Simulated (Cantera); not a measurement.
Mixture: 24.9 % H₂, 15.8 % O₂, 59.3 % N₂, equivalence ratio 0.79, at 100000 Pa, adiabatic and at constant volume. Ignition delay is the time to a rise of 400 K.

Computed with Cantera and GRI-Mech 3.0 (53 species, 325 reactions). Where the delays flatten at high temperature, the 400 K rule measures the pace of heat release, not the induction time.

Q: Predict: delay at 1075 K; delay at 1175 K; delay at 1275 K; delay at 1375 K; delay at 1475 K; delay at 1575 K.

A: 
| Quantity | Value |
|---|---|
| delay at 1075 K | 0.107 ms |
| delay at 1175 K | 51.7 µs |
| delay at 1275 K | 31.6 µs |
| delay at 1375 K | 22.0 µs |
| delay at 1475 K | 17.0 µs |
| delay at 1575 K | 14.5 µs |
